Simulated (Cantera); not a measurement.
Cantera with NASA thermochemical tables; ideal gases at 1 bar, condensed phases pure. Values are per mole of reaction as written; species without (g) are pure solids or liquids, kept so even where they would boil at 1 bar.

2 AlCl₃ + 3 H₂(g) → 2 Al(g) + 6 HCl(g)

```
T (K)  ΔH° (kJ)  ΔS° (J/K)  ΔG° (kJ)  log10 K  condensed phases
-----  --------  ---------  --------  -------  ----------------
300      1516.7      839.6    1264.8  -220.22          AlCl₃(s)
425      1508.8      817.6    1161.3  -142.72          AlCl₃(s)
450         ___        ___       ___      ___          AlCl₃(s)
475         ___        ___       ___      ___          AlCl₃(l)
500         ___        ___       ___      ___          AlCl₃(l)
525      1427.7      644.1    1089.5  -108.40          AlCl₃(l)
```

Q: Fill in the missing entries.

A: 
- 450, ΔH° (kJ): 1506.8
- 450, ΔS° (J/K): 813.2
- 450, ΔG° (kJ): 1140.9
- 450, log10 K: -132.43
- 475, ΔH° (kJ): 1433.7
- 475, ΔS° (J/K): 656.2
- 475, ΔG° (kJ): 1122.0
- 475, log10 K: -123.38
- 500, ΔH° (kJ): 1430.7
- 500, ΔS° (J/K): 650.0
- 500, ΔG° (kJ): 1105.7
- 500, log10 K: -115.51
